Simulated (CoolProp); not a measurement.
Acetone at several states: density (kg/m³) from the reference equation and from simpler models built on Tc = 235.0 °C, pc = 4692 kPa, ω = 0.307; each cubic takes its own stable root.

Values from CoolProp's reference Helmholtz-energy equation of state, Lemmon 2006. It is a short technical equation, of lower accuracy than the large ones.

| T (°C) | p (kPa) | phase | reference |
|---|---|---|---|
| 114.15 | 4290 | liquid | 683.0 |
| 18.75 | 7330 | liquid | 798.4 |
| 172.55 | 82.2 | gas | 1.303 |
| 151.25 | 7010 | liquid | 637.8 |
| 91.45 | 212 | gas | 4.361 |
| 144.85 | 339 | gas | 6.036 |

Problem. How far does each simpler model (van der Waals, Redlich-Kwong, Soave-Redlich-Kwong, Peng-Robinson) lie from the reference over these 6 states: mean and median of the absolute difference, and the worst?

Solution. 
- van der Waals: mean 24.7 %, median 24.8 %, worst -47.9 % at 18.75 °C and 7330 kPa
- Redlich-Kwong: mean 13.3 %, median 13.5 %, worst -25.6 % at 151.25 °C and 7010 kPa
- Soave-Redlich-Kwong: mean 11.6 %, median 12.1 %, worst -22.2 % at 151.25 °C and 7010 kPa
- Peng-Robinson: mean 6.5 %, median 6.9 %, worst -12.2 % at 151.25 °C and 7010 kPa
